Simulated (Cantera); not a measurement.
Charge: 1 mol Pb, 0.18 mol O2, 26 mol H2, 7.4 mol H2O, equilibrated at 1.00 Torr.

These are equilibrium values from Cantera (NASA tables, ideal gas, pure condensed phases), not measurements of a reactor. Candidate condensed phases: H2O, Pb, PbO, PbO2, Pb3O4; 12 gas species. The numbers say what is thermodynamically allowed, not how fast it happens.

x: gas mole fraction; n: condensed amount in mol.

```json
[
 {"T (K)": "825", "x H2": "0.768", "x H2O": "0.232", "x Pb": "0.000108", "x H": "1.90e-10", "n Pb(l)": "0.996"},
 {"T (K)": "850", "x H2": "0.767", "x H2O": "0.232", "x Pb": "0.000239", "x H": "4.92e-10", "n Pb(l)": "0.992"},
 {"T (K)": "875", "x H2": "0.767", "x H2O": "0.232", "x Pb": "0.000506", "x H": "1.20e-9", "n Pb(l)": "0.983"},
 {"T (K)": "900", "x H2": "0.767", "x H2O": "0.232", "x Pb": "0.00103", "x H": "2.80e-9", "n Pb(l)": "0.966"},
 {"T (K)": "925", "x H2": "0.766", "x H2O": "0.232", "x Pb": "0.00200", "x H": "6.24e-9", "n Pb(l)": "0.933"},
 {"T (K)": "950", "x H2": "0.765", "x H2O": "0.231", "x Pb": "0.00377", "x H": "1.33e-8", "n Pb(l)": "0.873"},
 {"T (K)": "975", "x H2": "0.762", "x H2O": "0.231", "x Pb": "0.00688", "x H": "2.74e-8", "n Pb(l)": "0.769"},
 {"T (K)": "1000", "x H2": "0.758", "x H2O": "0.230", "x Pb": "0.0121", "x H": "5.41e-8", "n Pb(l)": "0.589"},
 {"T (K)": "1025", "x H2": "0.752", "x H2O": "0.227", "x Pb": "?", "x H": "?", "n Pb(l)": "?"},
 {"T (K)": "1050", "x H2": "0.745", "x H2O": "0.226", "x Pb": "0.0291", "x H": "1.92e-7", "n Pb(l)": "0"},
 {"T (K)": "1075", "x H2": "0.745", "x H2O": "0.226", "x Pb": "0.0291", "x H": "3.47e-7", "n Pb(l)": "0"},
 {"T (K)": "1100", "x H2": "0.745", "x H2O": "0.226", "x Pb": "0.0291", "x H": "6.11e-7", "n Pb(l)": "0"},
 {"T (K)": "1125", "x H2": "0.745", "x H2O": "0.226", "x Pb": "0.0291", "x H": "?", "n Pb(l)": "0"},
 {"T (K)": "1150", "x H2": "0.745", "x H2O": "0.226", "x Pb": "0.0291", "x H": "1.76e-6", "n Pb(l)": "0"}
]
```

Question: Fill in the missing entries.

Answer: 
- 1025, x Pb: 0.0209
- 1025, x H: 1.03e-7
- 1025, n Pb(l): 0.288
- 1125, x H: 1.05e-6
